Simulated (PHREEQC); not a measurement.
**City or well water (model solution)**

Model water analysis in mg/L, 20 °C, pH 7.6, pe 9.3: Na 29.4; K 0.692; Ca 7.12; Mg 0.237; Cl 39.2; S(6) as SO4 15.4; Alkalinity as HCO3 16; Li 0.0181.

Valence states are taken as typed.

Computed with PHREEQC (ion-association model, phreeqc.dat).

The ionic strength is 0.00201 mol/kgw and the specific conductance is 177 µS/cm. The charge-balance error comes out as -0.4 %.

| species | molality | activity | log γ |
|---|---|---|---|
| Na+ | 0.00128 | 0.00122 | -0.021 |
| Cl- | 0.00111 | 0.00105 | -0.022 |
| HCO3- | 0.000260 | 0.000248 | -0.021 |
| Ca+2 | 0.000174 | 0.000143 | -0.084 |
| SO4-2 | 0.000156 | 0.000129 | -0.085 |
| K+ | 1.77e-5 | 1.68e-5 | -0.022 |
| CO2 | 1.50e-5 | 1.50e-5 | 0.000 |
| Mg+2 | 9.51e-6 | 7.85e-6 | -0.084 |
| CaSO4 | 3.15e-6 | 3.15e-6 | 0.000 |
| Li+ | 2.61e-6 | 2.48e-6 | -0.021 |
| NaSO4- | 7.97e-7 | 7.59e-7 | -0.021 |

Precipitation was switched off in this run.
